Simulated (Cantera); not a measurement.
Equilibrium for silicon nitride deposition: SiCl₄ + NH₃ + H₂

Input: 1 mol SiCl₄, 0.17 mol NH₃, 2.9 mol H₂.

Cantera equilibrium calculation (NASA polynomials, part measured and part estimated; ideal gas, pure solids and liquids). Candidate condensed phases: NH₄Cl, Si, Si₃N₄; 28 gas species. The tables' values for SiCl₃ are old estimates. The numbers say what is thermodynamically allowed, not how fast it happens.

Question: Map the stable condensed phases over T = 823, 898, 973, 1048, 1123, 1198, 1273, 1348, 1423, 1498, 1573, 1648, 1723 K and P in Pa = 5, 26, 140, 710, 3700, 19000, 100000.

Answer: 
```
T in K \ P in Pa
              5     26    140    710   3700  19000 100000
   1723       A      A      A      A      A      A      A
   1648       A      A      A      A      A      A      B
   1573       A      A      A      A      A      B      B
   1498       A      A      A      A      B      B      B
   1423       A      A      A      B      B      B      B
   1348       A      A      B      B      B      B      B
   1273       A      B      B      B      B      B      B
   1198       B      B      B      B      B      B      B
   1123       B      B      B      B      B      B      B
   1048       B      B      B      B      B      B      B
    973       B      B      B      B      B      B      B
    898       B      B      B      B      B      B      B
    823       B      B      B      B      B      B      B
```
A: gas only; B: Si₃N₄.
